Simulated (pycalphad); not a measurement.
All values are pycalphad results on the COST 507 light-alloy database (1999) (1 atm), not direct measurements. These are 1990s assessments: newer ones move some temperatures and phases. Phase fractions are per mole of atoms. Kinetics are ignored, which matters at the lower temperatures.

Task: Give the equilibrium state of Ti-3.419B (wt.%) at 850 K.

Result: 
```
T = 850.00 K, P = 101325 Pa, N = 1 mol of atoms
G = -54148 J/mol, H = -7383 J/mol, S = 55.02 J/(mol K)  (SER reference)
chemical potentials (J/mol): Ti -35357, B -174032
phase             fraction      x(Ti)       x(B)
HCP_A3              0.7300     0.9993   0.000685
BM                  0.2700     0.5000     0.5000
```

Task: Give the equilibrium state of Ti-3.419B (wt.%) at 1375 K.

Result: 
```
T = 1375.00 K, P = 101325 Pa, N = 1 mol of atoms
G = -87882 J/mol, H = 12020 J/mol, S = 72.66 J/(mol K)  (SER reference)
chemical potentials (J/mol): Ti -72165, B -188153
phase             fraction      x(Ti)       x(B)
BCC_A2              0.7314     0.9984     0.0016
BM                  0.2686     0.5000     0.5000
```

Database names, with the compositions (at.%) that they take in these runs: BM: Ti 50 B 50. BCC_A2 is bcc; HCP_A3 is hcp.
